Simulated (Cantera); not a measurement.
Input: 1 mol NaCl, 1.5 mol H2, equilibrated at 0.110 bar.

Cantera equilibrium calculation (NASA polynomials, part measured and part estimated; ideal gas, pure solids and liquids). Candidate condensed phases: Na, NaCl; 10 gas species. The numbers say what is thermodynamically allowed, not how fast it happens. All values below are at 1298 K.

Base state: H2 0.847, NaCl 0.112, Na2Cl2 0.0383, HCl 0.000916, Na 0.000915 (mole fractions); condensed: NaCl(l).

Task: What changes in the equilibrium state with this change: pressure from 0.110 bar to 0.510 bar?

Result: 
```csv
species,before,after
H2,0.847,0.967
NaCl,0.112,0.0243
Na2Cl2,0.0383,0.00826
Na,0.000915,0.000299
HCl,0.000916,0.000300
"NaCl(l), mol",0.664,0.936
```
